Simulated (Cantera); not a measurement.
A closed system holds: 1 mol CH₃SiH₃, 0.16 mol C₂H₂, 8.7 mol H₂, held at 130 Pa.

These are equilibrium values from Cantera (NASA tables, ideal gas, pure condensed phases), not measurements of a reactor. Candidate condensed phases: C, C₆H₆, C₇H₈, C₈H₁₈, Si, SiC; 87 gas species. The feed counts by its element totals alone. Gases not in the tables: Si₂H₆ and higher silanes. Rates play no part.

Question: What share of the Si ends up in condensed phases as a function of T (K), at 1148, 1248, 1348, 1448, 1548, 1648, 1748, 1848, 1948, 2048, 2148, 2248, 2348?

Answer: 
```csv
T (K),Si condensed (%),as
1148,100.0,SiC(s)
1248,100.0,SiC(s)
1348,100.0,SiC(s)
1448,100.0,SiC(s)
1548,100.0,SiC(s)
1648,100.0,SiC(s)
1748,100.0,SiC(s)
1848,99.8,SiC(s)
1948,98.9,SiC(s)
2048,94.7,SiC(s)
2148,76.4,SiC(s)
2248,1.3,SiC(s)
2348,0.0,-
```
